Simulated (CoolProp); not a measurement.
Values from CoolProp's reference Helmholtz-energy equation of state, Rui 2013.

**Question.** Give the vapour pressure (bar), enthalpy of vaporisation (kJ/kg), liquid cp (kJ/(kg K)), vapour Z of saturated R236EA at 307.3, 324.7, 342.2 K.

**Answer.** 
```json
[
 {"T (K)": "307.3", "p (bar)": "2.80", "enthalpy of vaporisation (kJ/kg)": "151", "liquid cp (kJ/(kg K))": "1.27", "vapour Z": "0.910"},
 {"T (K)": "324.7", "p (bar)": "4.76", "enthalpy of vaporisation (kJ/kg)": "140", "liquid cp (kJ/(kg K))": "1.31", "vapour Z": "0.870"},
 {"T (K)": "342.2", "p (bar)": "7.65", "enthalpy of vaporisation (kJ/kg)": "129", "liquid cp (kJ/(kg K))": "1.37", "vapour Z": "0.820"}
]
```
